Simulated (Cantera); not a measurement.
Stirred combustor or abatement burner

A perfectly stirred reactor is fed with CH4 : O2 : N2 = 1 : 2.04 : 19.6 (molar parts), at 32000 Pa; it is adiabatic with a 723 K inlet, and is followed from long to short residence time, starting on the burning branch (τ in s: 0.044, 0.021, 0.0098, 0.0046, 0.0022, 0.001, 0.00048, 0.00023, 0.00011, 5.1e-05, 2.4e-05).

Model: GRI-Mech 3.0 (53 species, 325 reactions), integrated in Cantera.

```tsv
τ (s)	T (K)	x CH4	x O2	x CH3	x CH2CO	x CH2O
0.044	1621	2.61e-5	0.00638	5.15e-6	4.20e-9	2.37e-6
0.021	1597	4.44e-5	0.00744	8.12e-6	7.41e-9	3.72e-6
0.0098	1567	8.07e-5	0.00872	1.35e-5	1.51e-8	6.21e-6
0.0046	1534	0.000156	0.0103	2.38e-5	3.66e-8	1.11e-5
0.0022	1497	0.000336	0.0126	4.56e-5	1.16e-7	2.19e-5
0.0010	1419	0.00145	0.0200	0.000158	1.56e-6	7.93e-5
0.00048	723	0.0442	0.0901	<1e-12	<1e-12	<1e-12
0.00023	723	0.0442	0.0901	<1e-12	<1e-12	<1e-12
0.00011	723	0.0442	0.0901	<1e-12	<1e-12	<1e-12
5.1e-5	723	0.0442	0.0901	<1e-12	<1e-12	<1e-12
2.4e-5	723	0.0442	0.0901	<1e-12	<1e-12	<1e-12
```
x: mole fraction; the columns are a selection and need not sum to one.
